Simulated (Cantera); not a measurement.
Input: 1 mol HF, 1.3 mol H₂, 0.028 mol O₂, at 2302 °C and 0.100 bar.

Method: chemical equilibrium by Gibbs-energy minimisation in Cantera with the NASA 1993 tables (ideal gas, pure condensed phases). Candidate condensed phases: H₂O; 22 gas species. Rates play no part.

Base state: H₂ 0.483, HF 0.418, H 0.0761, H₂O 0.0225, OH 0.000800, F 0.000166, O 8.20e-5 (mole fractions); condensed: gas only.

What changes in the equilibrium state with this change: pressure from 0.100 bar to 1.00 bar?


| species | before | after |
|---|---|---|
| H₂ | 0.483 | 0.522 |
| HF | 0.418 | 0.429 |
| H | 0.0761 | 0.0250 |
| H₂O | 0.0225 | 0.0238 |
| O | 8.20e-5 | 8.00e-6 |
| F | 0.000166 | 5.20e-5 |
| OH | 0.000800 | 0.000257 |
